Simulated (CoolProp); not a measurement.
Saturation properties of R134a (Tc = 101.1 °C, pc = 4059 kPa, ω = 0.327).

Model: reference Helmholtz-energy equation of state, Tillner-Roth 1994, in CoolProp.

```
T (°C)  p (kPa)  liquid density (kg/m³)  surface tension (mN/m)  liquid viscosity (µPa s)
------  -------  ----------------------  ----------------------  ------------------------
-85.45    2.306                    1544                    24.4                      1180
-80.85    3.422                    1531                    23.7                      1040
-76.35    4.929                       …                    23.0                       934
-71.85    6.962                    1507                    22.3                       843
-67.35    9.657                    1495                    21.5                       765
-62.85    13.17                    1482                    20.8                       698
-58.25    17.81                       …                    20.1                       639
-53.75    23.56                    1457                    19.4                       588
-49.25    30.76                       …                    18.7                       544
-44.75    39.66                    1431                       …                       504
-40.25    50.54                    1418                    17.3                       469
-35.65    64.03                    1405                    16.6                       436
-31.15    79.87                    1392                    15.9                       408
```

### Question
What belongs in the gaps?

### Answer

- -76.35, liquid density (kg/m³): 1519
- -58.25, liquid density (kg/m³): 1469
- -49.25, liquid density (kg/m³): 1444
- -44.75, surface tension (mN/m): 18.0

It boils at -26.1 °C under 1 atm.

Viscosity comes from a separate model (Huber 2003), an estimate that may be off by 10 % or more. Surface tension comes from a separate correlation (Mulero 2012).
